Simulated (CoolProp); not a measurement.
The numbers come from the reference Helmholtz-energy equation of state, Schroeder 2014 in CoolProp.

Question: For ethanol, give the phase and the Z, speed of sound (m/s), Joule-Thomson coefficient (K/MPa) at -39.75 °C and 149 bar; -14.15 °C and 149 bar.

Answer: 
- -39.75 °C and 149 bar: liquid; Z 0.417, speed of sound 1460, Joule-Thomson coefficient -0.447
- -14.15 °C and 149 bar: liquid; Z 0.385, speed of sound 1360, Joule-Thomson coefficient -0.419
